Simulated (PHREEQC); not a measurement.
Model water analysis in mg/L, 15 °C, pH 6.59, pe 12.9:

```json
[
 {"constituent": "Na", "mg/L": "0.4"},
 {"constituent": "K", "mg/L": "0.014"},
 {"constituent": "Ca", "mg/L": "1.31"},
 {"constituent": "Mg", "mg/L": "0.237"},
 {"constituent": "Cl", "mg/L": "1.57"},
 {"constituent": "S(6) as SO4", "mg/L": "1.58"},
 {"constituent": "Alkalinity as HCO3", "mg/L": "1.35"},
 {"constituent": "Li", "mg/L": "0.00468"},
 {"constituent": "B", "mg/L": "0.000329"},
 {"constituent": "F", "mg/L": "0.0154"},
 {"constituent": "Br", "mg/L": "0.0275"}
]
```

Valence states are taken as typed.

Model: ion-association model, phreeqc.dat, run in PHREEQC.

Precipitation was switched off in this run.

**Question.** Estimate the charge-balance error.

**Answer.** charge-balance error 1.4 %.

**Question.** In which forms is C present?

**Answer.** HCO3- 60 %, CO2 40 % of the C.

Real BF4- forms and hydrolyses slowly; the run takes it at equilibrium.
